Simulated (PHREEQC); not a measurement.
Reverse-osmosis reject

A made-up water analysis in mg/kgw, 36 °C, pH 8.14:

| constituent | mg/kgw |
|---|---|
| Na | 2080 |
| K | 2.32 |
| Ca | 14.3 |
| Mg | 99.6 |
| Cl | 3280 |
| S(6) as SO4 | 215 |
| Alkalinity as HCO3 | 47.7 |
| B | 3.38 |
| Fe(2) | 2.95 |
| Si as SiO2 | 88.4 |

Valence states are taken as typed.

The numbers come from PHREEQC with the ion-association model, phreeqc.dat.

Precipitation was switched off in this run.

What specific conductance does the model give?

specific conductance 12800 µS/cm.

In which forms is B present?

H3BO3 89 %, H2BO3- 11 % of the B.

The solution is supersaturated, for example in Siderite, Quartz (slow to form), so a real one may precipitate; this is no full list. Constants without temperature data keep their 25 °C values here.
